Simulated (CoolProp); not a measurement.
Model: reference Helmholtz-energy equation of state, Gao 2016, in CoolProp.

### Question
Give the vapour pressure (kPa), liquid density (kg/m³), vapour density (kg/m³), enthalpy of vaporisation (kJ/kg) of saturated sulfur dioxide at 242.9, 273.9 K.

### Answer
```tsv
T (K)	p (kPa)	liquid density (kg/m³)	vapour density (kg/m³)	enthalpy of vaporisation (kJ/kg)
242.9	37.5	1510	1.21	407
273.9	160	1430	4.69	380
```
